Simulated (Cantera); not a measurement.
# Thermodynamics of oxide etching and cleaning by halides, feed MgO + NF₃ + H₂

Input: 1 mol MgO, a varied amount of NF₃, 0.59 mol H₂, at 1650 K and 0.00190 bar.

Cantera equilibrium calculation (NASA polynomials, part measured and part estimated; ideal gas, pure solids and liquids). Candidate condensed phases: H₂O, Mg, MgF₂, MgO, Mg(OH)₂; 50 gas species. Equilibrium is a limit: real reactors are often held back by kinetics, nucleation or transport.

From 2.1 mol NF₃ to 20 mol NF₃ nothing is condensed. The main Mg-bearing gas is MgF₂ throughout.

```tsv
n(NF₃) (mol)	log p F	log p HF	log p N₂	log p MgF₂	log p O₂
2.1	-3.06	-3.49	-3.54	-3.56	-3.86
3.9	-2.91	-3.77	-3.55	-3.84	-4.14
5.6	-2.87	-3.93	-3.56	-4.00	-4.31
7.4	-2.85	-4.05	-3.56	-4.13	-4.43
9.1	-2.84	-4.15	-3.56	-4.22	-4.52
11	-2.83	-4.23	-3.56	-4.30	-4.61
13	-2.82	-4.30	-3.56	-4.37	-4.68
14	-2.82	-4.34	-3.56	-4.41	-4.71
16	-2.81	-4.39	-3.56	-4.47	-4.77
18	-2.81	-4.45	-3.56	-4.52	-4.83
20	-2.81	-4.49	-3.56	-4.56	-4.87
```
log p: log10 of the partial pressure in bar; nothing condenses.
